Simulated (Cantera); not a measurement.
Si3H8 + HCl + N2 (silicon epitaxy and polysilicon growth)

A closed system holds: 1 mol Si3H8, 0.037 mol HCl, 90 mol N2, held at 923.15 K and 200 Pa.

These are equilibrium values from Cantera (NASA tables, ideal gas, pure condensed phases), not measurements of a reactor. Candidate condensed phases: NH4Cl, Si, Si3N4; 28 gas species. The feed counts by its element totals alone. N2 is the only nitrogen source here; it is nearly inert below about 1500 K, so the nitride shown seldom forms there in practice. Rates play no part.

The x(N2) is 0.956 and the x(H2) is 0.0435. The x(HCl) comes out as 0.000402. The n(Si3N4(s)) is 1.00 mol and the gas amount comes out as 92.04 mol. The log10 activity of Si(s) (absent) is -6.46.
